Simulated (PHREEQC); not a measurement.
0.79 g of hydrous ferric oxide (600 m²/g; 0.2 weak and 0.005 strong sites per Fe, Dzombak-Morel constants, diffuse double layer) in 1 kg of water with 0.001 mol/kgw of an inert sodium salt and 2.5e-06 mol Na2HAsO4 and 7.8e-05 mol NiCl2, at 25 °C; the pH is set by adding NaOH or the inert anion's acid. O2 is buffered at 0.21 atm. The system is closed to CO2. Nothing may precipitate in this run.

Base run: PHREEQC, ion-association model, wateq4f.dat. Each further column changes one thing. The table gives As sorbed (%).

```
pH    base  no electrostatic term (-no_edl)  background salt from 0.001 to 0.0001 mol/kgw  oxide from 0.79 to 4 g/kgw
---  -----  -------------------------------  --------------------------------------------  --------------------------
4    100.0                             99.6                                         100.0                       100.0
5    100.0                             99.7                                         100.0                       100.0
6    100.0                             99.8                                         100.0                       100.0
6.5  100.0                             99.9                                         100.0                       100.0
7.5  100.0                            100.0                                         100.0                       100.0
8.5  100.0                            100.0                                         100.0                       100.0
9.5   97.9                            100.0                                          97.8                        99.4
10    85.6                            100.0                                          83.6                        95.5
11    13.7                            100.0                                          11.1                        39.7
12     1.4                            100.0                                           1.3                         6.1
```

The database has no arsenate complexes of Ni. In at least one series the solution becomes supersaturated in solids that the run did not let form, among them Ni(OH)2.
